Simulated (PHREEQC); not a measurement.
Solution A (6.4 mmol/kgw NiSO4, 6.8 mmol/kgw Na2SO4 and 130 mmol/kgw H2SO4) is mixed with solution B (0.0025 mol CsOH and 1.1e-05 mol CO2 per kg of water) at 25 °C; shares are by mass of water, 1 kg in all. Oxygen is held at 0.21 atm. No CO2 enters from the air. The run lets Ni(OH)2, NiCO3, Ni4(OH)6SO4, Mirabilite, Morenosite, Nahcolite, Natron precipitate or redissolve, and no other solid.

The series has 11 steps of share of solution B, from 0 to 1.

The numbers come from PHREEQC with the ion-association model, wateq4f.dat.

**Question.** Between which two steps does the pH jump most, and from what to what?

**Answer.** Between share of solution B = 0.9 and 1: from 1.83 to 11.37.
